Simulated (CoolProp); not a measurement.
Vapour-liquid equilibrium of n-heptane (1) + ethylbenzene (2) at 85.25 °C; x and y are mole fractions of (1).

The numbers come from the multi-fluid Helmholtz-energy mixture model, Span 2003 and Zhou 2012; pair parameters Bell 2016 in CoolProp.

| x | bubble pressure, mixture model (bar) | bubble pressure, Raoult's law (bar) | y, mixture model | y, Raoult's law |
|---|---|---|---|---|
| 0.05 | 0.2399 | 0.2279 | 0.188 | 0.149 |
| 0.15 | [?] | 0.2752 | 0.419 | 0.369 |
| 0.25 | 0.3595 | 0.3225 | 0.559 | 0.525 |
| 0.35 | [?] | 0.3698 | [?] | 0.641 |
| 0.45 | 0.4550 | 0.4172 | 0.730 | 0.731 |
| 0.55 | 0.4977 | 0.4645 | [?] | 0.802 |
| 0.65 | 0.5386 | 0.5118 | [?] | 0.860 |
| 0.75 | 0.5784 | 0.5591 | 0.890 | 0.909 |
| 0.85 | 0.6178 | 0.6064 | 0.935 | 0.949 |
| 0.95 | 0.6574 | 0.6537 | 0.978 | 0.984 |

Problem. What belongs in the gaps?

Solution. 
- 0.15, bubble pressure, mixture model (bar): 0.3037
- 0.35, bubble pressure, mixture model (bar): 0.4094
- 0.35, y, mixture model: 0.656
- 0.55, y, mixture model: 0.790
- 0.65, y, mixture model: 0.843

The largest gap from Raoult's law is +11.5 % in bubble pressure, at x = 0.25. No azeotrope shows between x = 0.05 and 0.95.

Pair parameters are fitted to limited data, so mixtures are less certain than the pure fluids.
